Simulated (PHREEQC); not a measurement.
PHREEQC input (ion-association model, wateq4f.dat):

```
SOLUTION_MASTER_SPECIES
  An  An-  0  An  62.0  # stands for a non-complexing anion
SOLUTION_SPECIES
  An- = An-
    -log_k 0
    -gamma 3.0 0
PHASES
  Fix_H+
    H+ = H+
    -log_k 0
SOLUTION 1
  temp 25
  units mmol/kgw
  pH 7 charge
  Cl 0.05
  Ba 0.025
  Na 300
  An 300
END
SELECTED_OUTPUT 1
  -reset false
  -pH true
  -pe true
  -ionic_strength true
  -water true
  -totals Ba Cl Na
  -molalities Hfo_wOH Hfo_wOH2+ Hfo_wO- Hfo_sOH Hfo_sOH2+ Hfo_sO- Hfo_sOHBa+2 Hfo_wOBa+
  -saturation_indices Halite
USER_PUNCH 1
  -headings sigma psi
  10 PUNCH EDL("sigma", "Hfo"), EDL("psi", "Hfo")
PRINT
  -reset false
USE solution 1
SURFACE 1
  Hfo_wOH 7.41573e-05 600 0.033
  Hfo_sOH 1.85393e-06
EQUILIBRIUM_PHASES 1
  Fix_H+ -4 HAn 10
    -force_equality true
  O2(g) -0.68 10
END
# ... the last block is repeated for the other 16 points of pH, with NaOH or the acid as the point needs
```

Selected output (columns that matter, 17 of 17 rows; pH added in front):

```
pH	mu	Ba	Na	m_Hfo_wOH	m_Hfo_wOH2+	m_Hfo_wO-	m_Hfo_sOH	m_Hfo_sOH2+	m_Hfo_sO-	m_Hfo_sOHBa+2	m_Hfo_wOBa+	si_Halite	sigma	psi
4	0.30024	2.5e-05	0.3	4.2935e-06	6.9858e-05	6.0452e-09	1.0734e-07	1.7464e-06	1.5113e-10	1.3904e-11	1.4581e-16	-6.7128	0.34893	0.12296
4.5	0.30015	2.5e-05	0.3	1.0353e-05	6.3766e-05	3.8506e-08	2.5881e-07	1.5941e-06	9.6263e-10	4.8048e-11	1.3311e-15	-6.7128	0.31833	0.11834
5	0.30012	2.5e-05	0.3	1.9966e-05	5.4022e-05	1.6904e-07	4.991e-07	1.3504e-06	4.2257e-09	1.7882e-10	1.1278e-14	-6.7128	0.26901	0.10989
5.5	0.3001	2.4999e-05	0.3	3.1007e-05	4.2634e-05	5.166e-07	7.7487e-07	1.0654e-06	1.291e-08	7.1693e-10	8.9002e-14	-6.7128	0.21039	0.097708
6	0.30009	2.4997e-05	0.3	4.0936e-05	3.2023e-05	1.1988e-06	1.0217e-06	7.9924e-07	2.9921e-08	3.0594e-09	6.6844e-13	-6.7128	0.154	0.08262
6.5	0.30009	2.4986e-05	0.3	4.8431e-05	2.3433e-05	2.2931e-06	1.2018e-06	5.8147e-07	5.6903e-08	1.3761e-08	4.8893e-12	-6.7128	0.10571	0.065385
7	0.30008	2.4936e-05	0.3	5.3316e-05	1.7013e-05	3.8277e-06	1.2869e-06	4.1065e-07	9.239e-08	6.3967e-08	3.5427e-11	-6.7128	0.066433	0.046501
7.5	0.30008	2.4723e-05	0.3	5.602e-05	1.2285e-05	5.8522e-06	1.1911e-06	2.612e-07	1.2443e-07	2.7722e-07	2.5362e-10	-6.7128	0.034719	0.02656
8	0.30007	2.4157e-05	0.3	5.6924e-05	8.6122e-06	8.6193e-06	7.7727e-07	1.176e-07	1.1769e-07	8.4137e-07	1.7373e-09	-6.7128	0.008174	0.0065178
8.5	0.30008	2.3521e-05	0.30001	5.6012e-05	5.8518e-06	1.2282e-05	2.9198e-07	3.0504e-08	6.4023e-08	1.4674e-06	1.1494e-08	-6.7128	-0.017142	-0.013547
9	0.30009	2.3172e-05	0.30003	5.3401e-05	3.8909e-06	1.679e-05	7.2793e-08	5.3038e-09	2.2887e-08	1.7529e-06	7.5289e-08	-6.7127	-0.045495	-0.033867
9.5	0.30013	2.272e-05	0.30007	4.8598e-05	2.3805e-06	2.2728e-05	1.7129e-08	8.3907e-10	8.0108e-09	1.828e-06	4.5163e-07	-6.7127	-0.079177	-0.053244
10	0.30023	2.1076e-05	0.30018	3.9954e-05	1.1819e-06	3.0942e-05	5.1113e-09	1.5119e-10	3.9584e-09	1.8447e-06	2.0795e-06	-6.7126	-0.11694	-0.069864
10.5	0.30055	1.7337e-05	0.30051	2.6853e-05	4.0205e-07	4.1087e-05	2.4309e-09	3.6397e-11	3.7195e-09	1.8477e-06	5.8153e-06	-6.7122	-0.15194	-0.081948
11	0.30155	1.3301e-05	0.30153	1.3969e-05	8.8965e-08	5.0247e-05	1.7529e-09	1.1164e-11	6.3051e-09	1.8459e-06	9.8527e-06	-6.7109	-0.17846	-0.089566
11.5	0.30474	1.0862e-05	0.30473	5.7875e-06	1.3689e-08	5.6055e-05	1.559e-09	3.6874e-12	1.51e-08	1.8373e-06	1.2301e-05	-6.7071	-0.19533	-0.093696
12	0.31486	9.9819e-06	0.31485	2.048e-06	1.6314e-09	5.8899e-05	1.5022e-09	1.1966e-12	4.3203e-08	1.8092e-06	1.3209e-05	-6.6953	-0.20523	-0.095313
```
